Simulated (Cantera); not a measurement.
A freely propagating, adiabatic, planar premixed flame of CH4 : H2 : O2 : N2 = 1 : 0.043 : 1.44 : 4.19 (molar parts), equivalence ratio 1.4, unburnt at 425 K and 5.00 bar; mixture-averaged transport, grid criteria slope 0.08 and curve 0.16, no radiation.

Computed with Cantera and GRI-Mech 3.0 (53 species, 325 reactions). Burning velocities carry a grid error of a few per cent, more on coarse grids.

Problem. Predict: laminar burning velocity; thermal thickness; peak x(CH2CO).

Solution. 
```json
{
 "laminar_burning_velocity": "32.1 cm/s",
 "thermal_thickness": "0.151 mm",
 "peak x(CH2CO)": "0.000537"
}
```
